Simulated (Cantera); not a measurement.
Charge: 1 mol PbO, 1.5 mol CO, 75 mol N2, held at 1225 K and 34.0 Pa.

Method: chemical equilibrium by Gibbs-energy minimisation in Cantera with the NASA 1993 tables (ideal gas, pure condensed phases). Candidate condensed phases: C, Pb, PbO, PbO2, Pb3O4; 27 gas species. Equilibrium is a limit: real reactors are often held back by kinetics, nucleation or transport.

Base state: N2 0.968, CO2 0.0129, Pb 0.0129, CO 0.00645 (mole fractions); condensed: gas only.

Problem. What changes in the equilibrium state with this change: CO from 1.5 to 0.28 mol?

Solution. 
| species | before | after |
|---|---|---|
| N2 | 0.968 | 0.982 |
| PbO | 1.57e-6 | 0.00717 |
| Pb | 0.0129 | 0.00592 |
| CO2 | 0.0129 | 0.00367 |
| O2 | <1e-9 | 0.00112 |
| CO | 0.00645 | 1.85e-7 |
| NO | 1.92e-9 | 1.92e-5 |

Problem. What changes in the equilibrium state with this change: CO from 1.5 to 0.047 mol?

Solution. 
```json
[
 {"species": "N2", "before": "0.968", "after": "0.984"},
 {"species": "PbO", "before": "1.57e-6", "after": "0.00821"},
 {"species": "Pb", "before": "0.0129", "after": "0.00491"},
 {"species": "CO2", "before": "0.0129", "after": "0.000617"},
 {"species": "O2", "before": "<1e-9", "after": "0.00213"},
 {"species": "CO", "before": "0.00645", "after": "2.25e-8"}
]
```
